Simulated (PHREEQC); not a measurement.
Dissolve 0.07 mol Ni(NO3)2, 0.02 mol NaCl and 0.024 mol HCl per kg of water at 25 °C. Closed to the air; pH follows from the charge balance.

All values are PHREEQC results (ion-association model, wateq4f.dat), not measurements.

- pH: 1.72
- ionic strength: 0.250 mol/kgw
- total alkalinity: -24.0 meq/kg

| species | molality | activity | log γ |
|---|---|---|---|
| NO3- | 0.140 | 0.0945 | -0.171 |
| Ni+2 | 0.0679 | 0.0202 | -0.527 |
| Cl- | 0.0417 | 0.0290 | -0.158 |
| H+ | 0.0240 | 0.0189 | -0.103 |
| Na+ | 0.0200 | 0.0146 | -0.135 |
| NiCl+ | 0.00199 | 0.00147 | -0.132 |
| NiCl2 | 0.000146 | 0.000155 | 0.025 |

Precipitation was switched off in this run. Complexes and solids missing from the database can't appear.
